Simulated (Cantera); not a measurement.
An isothermal, constant-pressure homogeneous reactor starts with 1.63 % CH4, 96.0 % H2, 2.40 % CO2, at 2400 K and 0.316 atm.

Model: GRI-Mech 3.0 (53 species, 325 reactions), integrated in Cantera.

x: mole fraction; the columns are a selection and need not sum to one.

```json
[
 {"t (s)": "0.000300", "x CH4": "0.00429", "x H2": "0.923", "x CO2": "0.000233", "x CH3": "(withheld)", "x HCO": "2.57e-7", "x H2O": "0.0223", "x O2": "1.22e-8"},
 {"t (s)": "0.00111", "x CH4": "0.000976", "x H2": "0.923", "x CO2": "9.63e-5", "x CH3": "(withheld)", "x HCO": "1.06e-7", "x H2O": "0.0200", "x O2": "1.37e-8"},
 {"t (s)": "0.00413", "x CH4": "0.000483", "x H2": "0.924", "x CO2": "8.48e-5", "x CH3": "(withheld)", "x HCO": "7.48e-8", "x H2O": "0.0149", "x O2": "8.93e-9"},
 {"t (s)": "0.0153", "x CH4": "0.000158", "x H2": "0.926", "x CO2": "6.09e-5", "x CH3": "(withheld)", "x HCO": "5.95e-8", "x H2O": "0.00907", "x O2": "3.71e-9"},
 {"t (s)": "0.0569", "x CH4": "2.88e-6", "x H2": "0.927", "x CO2": "5.10e-5", "x CH3": "(withheld)", "x HCO": "5.56e-8", "x H2O": "0.00726", "x O2": "2.50e-9"},
 {"t (s)": "0.211", "x CH4": "2.08e-9", "x H2": "0.927", "x CO2": "5.09e-5", "x CH3": "1.12e-9", "x HCO": "5.55e-8", "x H2O": "0.00724", "x O2": "2.49e-9"},
 {"t (s)": "0.783", "x CH4": "2.08e-9", "x H2": "0.927", "x CO2": "5.09e-5", "x CH3": "1.12e-9", "x HCO": "5.55e-8", "x H2O": "0.00724", "x O2": "2.49e-9"},
 {"t (s)": "2.91", "x CH4": "2.08e-9", "x H2": "0.927", "x CO2": "5.09e-5", "x CH3": "1.12e-9", "x HCO": "5.55e-8", "x H2O": "0.00724", "x O2": "2.49e-9"},
 {"t (s)": "10.8", "x CH4": "2.08e-9", "x H2": "0.927", "x CO2": "5.09e-5", "x CH3": "1.12e-9", "x HCO": "5.55e-8", "x H2O": "0.00724", "x O2": "2.49e-9"},
 {"t (s)": "40.0", "x CH4": "2.08e-9", "x H2": "0.927", "x CO2": "5.09e-5", "x CH3": "1.12e-9", "x HCO": "5.55e-8", "x H2O": "0.00724", "x O2": "2.49e-9"}
]
```

Question: What belongs in the gaps?

Answer: 
- 0.000300, x CH3: 0.00170
- 0.00111, x CH3: 0.000456
- 0.00413, x CH3: 0.000243
- 0.0153, x CH3: 8.29e-5
- 0.0569, x CH3: 1.55e-6
